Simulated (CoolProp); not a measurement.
Vapour-liquid equilibrium of n-octane (1) + p-xylene (2) at 0.0197 MPa; x and y are mole fractions of (1).

The numbers come from the multi-fluid Helmholtz-energy mixture model, Beckmüller 2019 and Zhou 2012; pair parameters Bell 2016 in CoolProp.

```csv
x,"bubble temperature, mixture model (°C)","bubble temperature, Raoult's law (°C)","y, mixture model","y, Raoult's law"
0.05,84.9,85.5,…,0.072
0.125,83.3,84.6,…,0.175
0.2,82.0,83.6,0.303,0.271
0.275,80.9,82.8,…,0.361
0.35,80.0,81.9,…,0.445
0.425,79.2,81.1,…,0.524
0.5,…,80.3,0.593,0.599
0.575,77.9,79.5,0.655,0.669
0.65,77.4,78.8,0.715,0.735
0.725,76.9,78.0,0.775,0.798
0.8,76.5,77.3,…,0.857
0.875,76.1,76.6,0.896,0.913
0.95,…,75.9,0.958,0.966
```

**Question.** Some entries are withheld; supply them.

**Answer.** 
- 0.05, y, mixture model: 0.092
- 0.125, y, mixture model: 0.207
- 0.275, y, mixture model: 0.386
- 0.35, y, mixture model: 0.460
- 0.425, y, mixture model: 0.529
- 0.5, bubble temperature, mixture model (°C): 78.5
- 0.8, y, mixture model: 0.835
- 0.95, bubble temperature, mixture model (°C): 75.7

The largest gap from Raoult's law is -1.9 K in bubble temperature, at x = 0.35. No azeotrope shows between x = 0.05 and 0.95.

The pair parameters rest on a limited set of measurements; away from them the model extrapolates.
